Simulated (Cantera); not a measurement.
A perfectly stirred reactor is fed with 41.2 % CH4, 45.3 % CO2, 13.6 % H2, at 1000000 Pa; it is held at 1750 K, and followed from long to short residence time.

Detailed kinetics in Cantera: GRI-Mech 3.0 (53 species, 325 reactions).

x: mole fraction; the columns are a selection and need not sum to one.

```
τ (s)        x CH4       x CO2        x H2        x OH       x HCO       x O
------  ----------  ----------  ----------  ----------  ----------  --------
2.6         0.0276      0.0172       0.439     3.95e-7     1.48e-7  2.79e-11
1.0         0.0349      0.0243       0.411     5.52e-7     1.37e-7  3.46e-11
0.40    (withheld)  (withheld)  (withheld)  (withheld)  (withheld)  4.09e-11
0.16        0.0498      0.0476       0.340     1.02e-6     1.08e-7  4.65e-11
0.061       0.0611      0.0684       0.298     1.33e-6     8.85e-8  5.13e-11
0.024       0.0802       0.100       0.261     1.54e-6     6.94e-8  5.44e-11
0.0095  (withheld)  (withheld)  (withheld)     1.52e-6  (withheld)  5.43e-11
```

Question: Complete the blanks.

Answer: 
- 0.40, x CH4: 0.0420
- 0.40, x CO2: 0.0340
- 0.40, x H2: 0.378
- 0.40, x OH: 7.60e-7
- 0.40, x HCO: 1.24e-7
- 0.0095, x CH4: 0.115
- 0.0095, x CO2: 0.153
- 0.0095, x H2: 0.237
- 0.0095, x HCO: 5.13e-8
